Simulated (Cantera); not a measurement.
A Cantera script and its output.

```python
import numpy as np
import cantera as ct

gas = ct.Solution("gri30.yaml", transport_model="mixture-averaged")
show = ['OH', 'NO', 'NH3']

rows = []
print(f"{'T/K':>7s}{'rho':>11s}{'cp':>10s}{'mu':>11s}{'lambda':>11s}{'Pr':>7s}" + "".join(f"{'D_' + s:>11s}" for s in show))
for T in [400, 500, 600, 700, 800, 900, 1000]:
    gas.TPX = T, 2666, {'O2': 0.53}
    Pr = gas.cp_mass * gas.viscosity / gas.thermal_conductivity
    D = [gas.mix_diff_coeffs_mole[gas.species_index(s)] for s in show]
    rows.append([gas.density, gas.cp_mass, gas.viscosity, gas.thermal_conductivity, Pr, *D])
    print(f"{T:7g}{gas.density:11.4e}{gas.cp_mass:10.1f}{gas.viscosity:11.4e}"
          f"{gas.thermal_conductivity:11.4e}{Pr:7.3f}" + "".join(f"{d:11.4e}" for d in D))
print("SI units: kg/m3, J/kg/K, Pa s, W/m/K, m2/s")
```

Output:

```
    T/K        rho        cp         mu     lambda     Pr       D_OH       D_NO      D_NH3
    400 2.5650e-02     941.4 2.5629e-05 3.3852e-02  0.713 2.0241e-03 1.2891e-03 1.4646e-03
    500 2.0520e-02     971.4 3.0045e-05 4.1143e-02  0.709 2.9641e-03 1.8919e-03 2.2172e-03
    600 1.7100e-02    1002.6 3.4077e-05 4.8204e-02  0.709 4.0359e-03 2.5794e-03 3.0878e-03
    700 1.4657e-02    1031.1 3.7824e-05 5.4969e-02  0.709 5.2308e-03 3.3461e-03 4.0667e-03
    800 1.2825e-02    1054.7 4.1353e-05 6.1440e-02  0.710 6.5422e-03 4.1876e-03 5.1467e-03
    900 1.1400e-02    1073.7 4.4705e-05 6.7643e-02  0.710 7.9646e-03 5.1004e-03 6.3217e-03
   1000 1.0260e-02    1090.2 4.7912e-05 7.3608e-02  0.710 9.4937e-03 6.0816e-03 7.5871e-03
SI units: kg/m3, J/kg/K, Pa s, W/m/K, m2/s
```

Model: GRI-Mech 3.0 (53 species, 325 reactions), integrated in Cantera.
